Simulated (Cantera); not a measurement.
A freely propagating, adiabatic, planar premixed flame of CH4 : C2H6 : O2 : N2 = 1 : 0.31 : 3.96 : 19 (molar parts), equivalence ratio 0.78, unburnt at 325 K and 0.500 bar; unity-Lewis-number transport, grid criteria slope 0.08 and curve 0.16, no radiation.

Computed with Cantera and GRI-Mech 3.0 (53 species, 325 reactions). Unity Lewis numbers drop preferential diffusion, which matters most where H2 and H carry the flame. Burning velocities carry a grid error of a few per cent, more on coarse grids.

x: mole fraction of selected species; z is measured from the peak of heat release.

```
z (mm)       T (K)  u (m/s)       x CH4      x C2H6        x O2        x OH       x NO2        x CO
------  ----------  -------  ----------  ----------  ----------  ----------  ----------  ----------
-4.03          325    0.190      0.0412      0.0128       0.163       <1e-8       <1e-8     7.63e-6
-2.69          330    0.193      0.0411      0.0127       0.163       <1e-8     1.07e-8  (withheld)
-2.02          346    0.202      0.0406      0.0125       0.161       <1e-8     4.57e-8    0.000390
-1.34          438    0.257      0.0377      0.0115       0.154       <1e-8     2.29e-7     0.00215
-0.672         802    0.474      0.0257     0.00717       0.121     1.82e-6     4.46e-7     0.00952
-0.336  (withheld)    0.667  (withheld)  (withheld)  (withheld)  (withheld)  (withheld)  (withheld)
0             1449    0.868     0.00260    0.000152      0.0572     0.00135       <1e-8      0.0220
0.336         1566    0.936     6.15e-5     8.10e-8      0.0439     0.00345       <1e-8      0.0157
0.672         1614    0.962     1.10e-6       <1e-8      0.0408     0.00377       <1e-8      0.0104
1.34          1670    0.991       <1e-8       <1e-8      0.0384     0.00354       <1e-8     0.00596
2.69          1717     1.02       <1e-8       <1e-8      0.0369     0.00278       <1e-8     0.00314
5.38          1747     1.03       <1e-8       <1e-8      0.0361     0.00187       <1e-8     0.00136
10.8          1762     1.04       <1e-8       <1e-8      0.0358     0.00114       <1e-8    0.000495
```

Complete the blanks.


- -2.69, x CO: 8.99e-5
- -0.336, T (K): 1121
- -0.336, x CH4: 0.0143
- -0.336, x C2H6: 0.00323
- -0.336, x O2: 0.0909
- -0.336, x OH: 3.49e-5
- -0.336, x NO2: 1.42e-7
- -0.336, x CO: 0.0165
